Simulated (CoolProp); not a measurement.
R227EA at several states: Z from the reference equation and from simpler models built on Tc = 374.9 K, pc = 2.925 MPa, ω = 0.358; each cubic takes its own stable root.

Model: reference Helmholtz-energy equation of state, Lemmon 2016, in CoolProp.

```json
[
 {"T (K)": "281.7", "p (MPa)": "8.62", "phase": "liquid", "reference": "0.4180", "van der Waals": "0.6521", "Redlich-Kwong": "0.4677", "Soave-Redlich-Kwong": "0.4495", "Peng-Robinson": "0.3990"},
 {"T (K)": "266", "p (MPa)": "6.79", "phase": "liquid", "reference": "0.3389", "van der Waals": "0.5388", "Redlich-Kwong": "0.3811", "Soave-Redlich-Kwong": "0.3654", "Peng-Robinson": "0.3242"},
 {"T (K)": "359.1", "p (MPa)": "10.8", "phase": "liquid", "reference": "0.4996", "van der Waals": "0.7115", "Redlich-Kwong": "0.5512", "Soave-Redlich-Kwong": "0.5441", "Peng-Robinson": "0.4866"}
]
```
